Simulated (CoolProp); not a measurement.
A single-stage vapour-compression cycle with hydrogen sulfide: evaporating at 255.15 K (dew point), condensing at 311.15 K (bubble point), superheat 8 K, subcooling 2 K, compressor efficiency 0.85, no pressure losses. Each further row changes one setting.

Values from CoolProp's reference Helmholtz-energy equation of state, Lemmon 2006. It is a short technical equation, of lower accuracy than the large ones.

```tsv
case	cooling COP	pressure ratio	discharge temperature (K)	refrigerating effect (kJ/kg)	volumetric capacity (kJ/m³)
as stated	2.94	4.68	404.1	384	3760
evaporating temperature 260.15 K	3.36	3.96	393.8	387	4430
condensing temperature 306.15 K	3.32	4.17	391.9	395	3870
subcooling 7 K	3.03	4.68	404.1	395	3870
superheat 18 K	2.89	4.68	418.8	395	3700
compressor efficiency 0.75	2.59	4.68	418.7	384	3760
```
